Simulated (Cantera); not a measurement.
A freely propagating, adiabatic, planar premixed flame of 4.79 % C3H8, 20.0 % O2, 75.2 % N2, unburnt at 700 K and 9.87 atm; mixture-averaged transport, grid criteria slope 0.08 and curve 0.16, no radiation.

Detailed kinetics in Cantera: GRI-Mech 3.0 (53 species, 325 reactions). GRI-Mech 3.0 was tuned for natural gas; its chemistry of propane as a main component is partial and can be far from experiment. Burning velocities carry a grid error of a few per cent, more on coarse grids.

**Question.** Predict: laminar burning velocity; thermal thickness; peak x(OH); peak x(C2H4); peak x(C2H); peak x(HO2).

**Answer.** 
```json
{
 "laminar_burning_velocity": "117 cm/s",
 "thermal_thickness": "0.0364 mm",
 "peak x(OH)": "0.00686",
 "peak x(C2H4)": "0.0120",
 "peak x(C2H)": "8.84e-6",
 "peak x(HO2)": "0.000415"
}
```
